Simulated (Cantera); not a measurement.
# Silicon oxide and oxynitride deposition: Si2H6 + NO + N2

Charge: 1 mol Si2H6, 0.31 mol NO, 120 mol N2, at 5.48 Torr.

These are equilibrium values from Cantera (NASA tables, ideal gas, pure condensed phases), not measurements of a reactor. Candidate condensed phases: H2O, Si, SiO2, Si2N2O, Si3N4; 35 gas species. The feed counts by its element totals alone. Mutual solubility and eutectic melting of coexisting phases are not modelled. Rates play no part.

| T (°C) | x N2 | x H2 | x SiO | x H | x Si | n Si2N2O(s) | n Si3N4(s) |
|---|---|---|---|---|---|---|---|
| 502 | 0.975 | 0.0246 | <1e-12 | 1.82e-12 | <1e-12 | 0.310 | 0.460 |
| 652 | 0.975 | 0.0246 | <1e-12 | 4.78e-10 | <1e-12 | 0.310 | 0.460 |
| 802 | 0.975 | 0.0246 | <1e-12 | 2.69e-8 | <1e-12 | 0.310 | 0.460 |
| 952 | 0.975 | 0.0246 | 6.50e-10 | 5.72e-7 | <1e-12 | 0.310 | 0.460 |
| 1102 | 0.975 | 0.0246 | 3.29e-7 | 6.29e-6 | 3.31e-10 | 0.310 | 0.460 |
| 1252 | 0.975 | 0.0246 | 4.76e-5 | 4.34e-5 | 1.26e-7 | 0.304 | 0.462 |
| 1402 | 0.973 | 0.0244 | 0.00253 | 0.000212 | 1.64e-5 | 0 | 0.563 |
x: gas mole fraction; n: condensed amount in mol.

From 502 °C to 1252 °C the condensed part is Si2N2O(s) + Si3N4(s). At 1402 °C the condensed part is Si3N4(s).
